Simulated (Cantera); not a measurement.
Feed: 1 mol Si, 1.4 mol HCl, 0.29 mol H2, equilibrated at 452 °C and 0.350 bar.

Equilibrium computed with Cantera from the NASA thermochemical tables; the gas is ideal and each condensed phase is pure. Candidate condensed phases: Si; 19 gas species. The tables' values for SiCl3 are old estimates; treat these amounts as uncertain. Kinetics and transport are ignored.

Base state: H2 0.714, SiCl4 0.210, SiHCl3 0.0739, SiH2Cl2 0.00181, HCl 0.000625, SiCl3 1.93e-5 (mole fractions); condensed: Si(s).

### Question
What changes in the equilibrium state with this change: temperature from 452 °C to 775 °C?

### Answer
```csv
species,before,after
H2,0.714,0.700
SiCl4,0.210,0.205
SiHCl3,0.0739,0.0634
HCl,0.000625,0.0232
SiCl2,4.32e-7,0.00143
SiCl3,1.93e-5,0.00401
"Si(s), mol",0.625,0.633
```
